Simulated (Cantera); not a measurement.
Feed: 1 mol borazine, 98 mol H2, at 6.15 Torr.

These are equilibrium values from Cantera (NASA tables, ideal gas, pure condensed phases), not measurements of a reactor. Candidate condensed phases: B, BN; 15 gas species. The feed counts by its element totals alone. Mutual solubility and eutectic melting of coexisting phases are not modelled. The tables' values for BH2 are old estimates; treat these amounts as uncertain. The numbers say what is thermodynamically allowed, not how fast it happens.

log p: log10 of the partial pressure in bar; n: condensed amount in mol.

```
T (K)  log p H2  log p H  log p N2  log p BH2  log p B  log p BH  log p BH3  n BN(s)   n B(s)
-----  --------  -------  --------  ---------  -------  --------  ---------  -------  -------
898       -2.09   -11.00      <-14       <-14     <-14      <-14     -13.26     3.00        0
998       -2.09    -9.71    -12.55     -12.75     <-14      <-14     -12.20     3.00        0
1098      -2.09    -8.65    -11.26     -11.27     <-14      <-14     -11.20     3.00        0
1198      -2.09      ___       ___     -10.04     <-14      <-14        ___     3.00        0
1298      -2.09    -7.01     -9.23      -9.01     <-14      <-14      -9.70     3.00        0
1398      -2.09    -6.37     -8.41      -8.15   -13.69    -13.01      -9.13     3.00        0
1498      -2.09    -5.81     -7.68      -7.40   -12.04    -11.66      -8.65     3.00        0
1598      -2.09    -5.32     -7.04      -6.76   -10.60    -10.48      -8.23     3.00        0
1698      -2.09    -4.88     -6.24      -6.31    -9.45     -9.57      -7.98     2.99  0.00802
1798      -2.09      ___       ___      -5.98      ___       ___        ___     2.90      ___
1898      -2.09    -4.15     -4.63      -5.69    -7.65     -8.17      -7.70     2.41    0.561
1998      -2.10    -3.84     -3.94      -5.43    -6.89     -7.58      -7.60    0.121     2.83
2098      -2.11    -3.57     -3.93      -5.20    -6.20     -7.04      -7.50        0     2.91
2198      -2.12    -3.31     -3.93      -5.00    -5.57     -6.56      -7.42        0     2.83
```

Task: Complete the blanks.

Result: 
- 1198, log p H: -7.76
- 1198, log p N2: -10.18
- 1198, log p BH3: -10.38
- 1798, log p H: -4.50
- 1798, log p N2: -5.39
- 1798, log p B: -8.50
- 1798, log p BH: -8.83
- 1798, log p BH3: -7.83
- 1798, n B(s): 0.0881
